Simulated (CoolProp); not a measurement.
Water at several states: fugacity coefficient from the reference equation and from simpler models built on Tc = 373.9 °C, pc = 220.6 bar, ω = 0.344; each cubic takes its own stable root.

Computed with CoolProp (reference Helmholtz-energy equation of state, Wagner 2002).

| T (°C) | p (bar) | phase | reference | Redlich-Kwong | Peng-Robinson |
|---|---|---|---|---|---|
| 301.35 | 1.01 | gas | 0.9976 | 0.9978 | 0.9975 |
| 281.55 | 31.5 | gas | 0.9129 | 0.9254 | 0.9135 |
| 536.25 | 1.45 | gas | 0.9991 | 0.9989 | 0.9989 |
| 389.15 | 0.25 | gas | 0.9997 | 0.9996 | 0.9996 |
| 39.85 | 269 | liquid | 0.0003273 | 0.001487 | 0.0002963 |
